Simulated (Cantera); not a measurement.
Input (Python, Cantera):

```python
import numpy as np
import cantera as ct

gas = ct.Solution("h2o2.yaml")
gas.TPX = 1423, 59000, {'H2': 1.6, 'O2': 1, 'N2': 13}
reactor = ct.IdealGasConstPressureReactor(gas, energy="off", clone=False)
net = ct.ReactorNet([reactor])
net.rtol, net.atol = 1e-08, 1e-18
show = ['H2', 'O2', 'OH', 'H', 'HO2', 'H2O2', 'O']
times = np.geomspace(0.0005, 100, 11)

steps = ct.SolutionArray(gas, extra=["t"])
rows = []
print(f"{'t/s':>10s}{'T/K':>9s}{'P/Pa':>11s}" + "".join(f"{s:>11s}" for s in show))
for t in times:
    while net.time < t:
        t_next = net.step()
        steps.append(gas.state, t=t_next)
    rows.append([np.interp(t, steps.t, y) for y in (steps.T, steps.P, *steps(*show).X.T)])
    print(f"{t:10.3e}{rows[-1][0]:9.1f}{rows[-1][1]:11.4g}" + "".join(f"{x:11.3e}" for x in rows[-1][2:]))
rate = np.gradient(steps.T, steps.t)
print("integrator steps:", len(steps.t))
if steps.T.max() > steps.T[0] + 200:
    print(f"time of steepest temperature rise: {steps.t[rate.argmax()]:.4e} s")
gas.TPX = 1423, 59000, {'H2': 1.6, 'O2': 1, 'N2': 13}
gas.equilibrate("TP")
print(f"equilibrium (TP): T = {gas.T:.1f} K  " + "  ".join(f"{s} {gas[s].X[0]:.3e}" for s in show))
```

Output:

```
       t/s      T/K       P/Pa         H2         O2         OH          H        HO2       H2O2          O
 5.000e-04   1423.0    5.9e+04  6.212e-03  1.643e-02  2.248e-03  6.275e-03  5.240e-06  8.425e-07  2.120e-03
 1.695e-03   1423.0    5.9e+04  1.226e-03  1.384e-02  8.916e-04  4.453e-04  3.320e-06  3.899e-07  3.141e-04
 5.743e-03   1423.0    5.9e+04  1.254e-04  1.349e-02  2.793e-04  1.401e-05  8.400e-07  9.000e-08  3.036e-05
 1.947e-02   1423.0    5.9e+04  1.468e-05  1.349e-02  9.844e-05  5.897e-07  1.217e-07  1.714e-08  3.719e-06
 6.598e-02   1423.0    5.9e+04  2.825e-06  1.350e-02  4.414e-05  5.205e-08  2.654e-08  4.092e-09  7.460e-07
 2.236e-01   1423.0    5.9e+04  9.812e-07  1.351e-02  2.605e-05  1.085e-08  1.369e-08  1.555e-09  2.601e-07
 7.579e-01   1423.0    5.9e+04  7.802e-07  1.351e-02  2.315e-05  7.701e-09  1.266e-08  1.255e-09  2.053e-07
 2.569e+00   1423.0    5.9e+04  7.792e-07  1.351e-02  2.313e-05  7.685e-09  1.266e-08  1.254e-09  2.050e-07
 8.706e+00   1423.0    5.9e+04  7.792e-07  1.351e-02  2.313e-05  7.685e-09  1.266e-08  1.254e-09  2.050e-07
 2.951e+01   1423.0    5.9e+04  7.792e-07  1.351e-02  2.313e-05  7.685e-09  1.266e-08  1.254e-09  2.050e-07
 1.000e+02   1423.0    5.9e+04  7.792e-07  1.351e-02  2.313e-05  7.685e-09  1.266e-08  1.254e-09  2.050e-07
integrator steps: 1957
equilibrium (TP): T = 1423.0 K  H2 7.792e-07  O2 1.351e-02  OH 2.313e-05  H 7.685e-09  HO2 1.266e-08  H2O2 1.254e-09  O 2.050e-07
```

Computed with Cantera and the H2/O2 subset of GRI-Mech 3.0, which has no nitrogen chemistry. The temperature is held fixed by assumption; the heat of reaction is taken as removed at once.
